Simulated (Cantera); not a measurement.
A closed system holds: 1 mol SiH2Cl2, 11 mol H2, at 900 °C and 248 Torr.

Cantera equilibrium calculation (NASA polynomials, part measured and part estimated; ideal gas, pure solids and liquids). Candidate condensed phases: Si; 19 gas species. The tables' values for SiCl3 are old estimates; treat these amounts as uncertain. Kinetics and transport are ignored.

Base state: H2 0.929, HCl 0.0351, SiCl4 0.0186, SiHCl3 0.0115, SiCl2 0.00302, SiCl3 0.00239, SiH2Cl2 0.000904, SiH3Cl 1.94e-5 (mole fractions); condensed: Si(s).

**Question.** What changes in the equilibrium state with this change: temperature from 900 °C to 602 °C?

**Answer.** 
```csv
species,before,after
H2,0.929,0.953
SiCl4,0.0186,0.0263
SiHCl3,0.0115,0.0166
HCl,0.0351,0.00331
SiCl2,0.00302,1.47e-5
SiCl3,0.00239,8.17e-5
"Si(s), mol",0.542,0.452
```

**Question.** What changes in the equilibrium state with this change: H2 from 11 to 60 mol?

**Answer.** 
```
species       before     after
----------  --------  --------
H2             0.929     0.977
HCl           0.0351    0.0188
SiHCl3        0.0115   0.00166
SiCl4         0.0186   0.00137
SiCl3        0.00239  0.000337
SiCl2        0.00302  0.000819
SiH2Cl2     0.000904  0.000258
Si(s), mol     0.542     0.725
```
